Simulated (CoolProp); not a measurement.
A simple Rankine cycle with R141b: condensing at 331.15 K, boiler at 1.3 MPa, turbine inlet 499 K, turbine efficiency 0.8, pump efficiency 0.7, no recuperator. Each further row changes one setting.

Computed with CoolProp (reference Helmholtz-energy equation of state, Lemmon 2006). It is a short technical equation, of lower accuracy than the large ones.

| case | thermal efficiency (%) | net work (kJ/kg) | heat in (kJ/kg) | turbine exit temperature (K) | volume ratio over the turbine |
|---|---|---|---|---|---|
| as stated | 11.8 | 41.9 | 355 | 445.3 | 5.38 |
| condensing temperature 323.15 K | 13.0 | 47.5 | 364 | 438.7 | 6.76 |
| boiler pressure 0.91 MPa | 9.6 | 34.4 | 359 | 457.3 | 3.75 |
| turbine efficiency 0.7 | 10.3 | 36.5 | 355 | 451.0 | 5.45 |
